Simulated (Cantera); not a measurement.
Feed: 1 mol trisilylamine, 0.36 mol NH₃, 68 mol H₂, 0.028 mol CO₂, equilibrated at 41.3 Torr.

These are equilibrium values from Cantera (NASA tables, ideal gas, pure condensed phases), not measurements of a reactor. Candidate condensed phases: C, C₆H₆, C₇H₈, C₈H₁₈, H₂O, Si, SiC, SiO₂, Si₂N₂O, Si₃N₄; 151 gas species. The feed counts by its element totals alone. Mutual solubility and eutectic melting of coexisting phases are not modelled. Gases not in the tables: Si₂H₆ and higher silanes. The numbers say what is thermodynamically allowed, not how fast it happens.

Problem. Which condensed phases are stable at each of these points (T (K)): 800, 1000, 1200, 1400, 1600, 1800, 2000?

Solution. 
```
T (K)                       condensed phases  Si condensed (%)
-----  -------------------------------------  ----------------
800    Si(s) + SiC(s) + Si₂N₂O(s) + Si₃N₄(s)             100.0
1000   Si(s) + SiC(s) + Si₂N₂O(s) + Si₃N₄(s)             100.0
1200   Si(s) + SiC(s) + Si₂N₂O(s) + Si₃N₄(s)             100.0
1400   Si(s) + SiC(s) + Si₂N₂O(s) + Si₃N₄(s)             100.0
1600   Si(s) + SiC(s) + Si₂N₂O(s) + Si₃N₄(s)              99.6
1800                          Si(l) + SiC(s)              98.0
2000                          Si(l) + SiC(s)              95.9
```

From 800 K to 1600 K the condensed part is Si(s) + SiC(s) + Si₂N₂O(s) + Si₃N₄(s). From 1800 K to 2000 K the condensed part is Si(l) + SiC(s).
